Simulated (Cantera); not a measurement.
A perfectly stirred reactor is fed with CO : H2 : O2 : N2 = 1 : 0.063 : 0.531 : 2 (molar parts), at 3980 Torr; it is adiabatic with a 450 K inlet, and is followed from long to short residence time, starting on the burning branch (τ in s: 0.038, 0.02, 0.01, 0.0054, 0.0028, 0.0015, 0.00076, 0.00039, 0.00021, 0.00011, 5.6e-05).

Detailed kinetics in Cantera: GRI-Mech 3.0 (53 species, 325 reactions). The hydrogen kinetics of GRI-Mech 3.0 are dated; newer H2 mechanisms differ, most at raised pressure.

### Question
What does this change do: CO 1 to 1.6 parts?

### Answer
```csv
quantity,before,after
"blow-out, bracketed by the residence times tried","burning at 56.0 µs, the shortest tried","burning at 56.0 µs, the shortest tried"
x(CO) at τ = 38.0 ms,0.0395,0.165
x(H2) at τ = 38.0 ms,0.000420,0.00151
x(O2) at τ = 38.0 ms,0.0163,0.000813
x(H2O) at τ = 38.0 ms,0.0185,0.0150
x(N2O) at τ = 38.0 ms,6.93e-7,1.22e-7
x(CO) at τ = 1.50 ms,0.0604,0.176
x(H2) at τ = 1.50 ms,0.000680,0.00159
x(O2) at τ = 1.50 ms,0.0278,0.00611
x(H2O) at τ = 1.50 ms,0.0172,0.0135
x(N2O) at τ = 1.50 ms,1.21e-6,4.20e-7
```

### Question
What does this change do: H2 0.063 to 0.045 parts?

### Answer
```tsv
quantity	before	after
blow-out, bracketed by the residence times tried	burning at 56.0 µs, the shortest tried	burning at 56.0 µs, the shortest tried
x(CO) at τ = 38.0 ms	0.0395	0.0374
x(H2) at τ = 38.0 ms	0.000420	0.000279
x(O2) at τ = 38.0 ms	0.0163	0.0181
x(H2O) at τ = 38.0 ms	0.0185	0.0131
x(N2O) at τ = 38.0 ms	6.93e-7	7.35e-7
x(CO) at τ = 1.50 ms	0.0604	0.0604
x(H2) at τ = 1.50 ms	0.000680	0.000476
x(O2) at τ = 1.50 ms	0.0278	0.0305
x(H2O) at τ = 1.50 ms	0.0172	0.0120
x(N2O) at τ = 1.50 ms	1.21e-6	1.43e-6
```

### Question
What does this change do: pressure from 3980 Torr to 1050 Torr?

### Answer
| quantity | before | after |
|---|---|---|
| blow-out, bracketed by the residence times tried | burning at 56.0 µs, the shortest tried | burning at 0.110 ms, out at 56.0 µs |
| x(CO) at τ = 38.0 ms | 0.0395 | 0.0535 |
| x(H2) at τ = 38.0 ms | 0.000420 | 0.000602 |
| x(O2) at τ = 38.0 ms | 0.0163 | 0.0234 |
| x(H2O) at τ = 38.0 ms | 0.0185 | 0.0176 |
| x(N2O) at τ = 38.0 ms | 6.93e-7 | 3.75e-7 |
| x(CO) at τ = 1.50 ms | 0.0604 | 0.0960 |
| x(H2) at τ = 1.50 ms | 0.000680 | 0.00128 |
| x(O2) at τ = 1.50 ms | 0.0278 | 0.0437 |
| x(H2O) at τ = 1.50 ms | 0.0172 | 0.0142 |
| x(N2O) at τ = 1.50 ms | 1.21e-6 | 4.19e-7 |
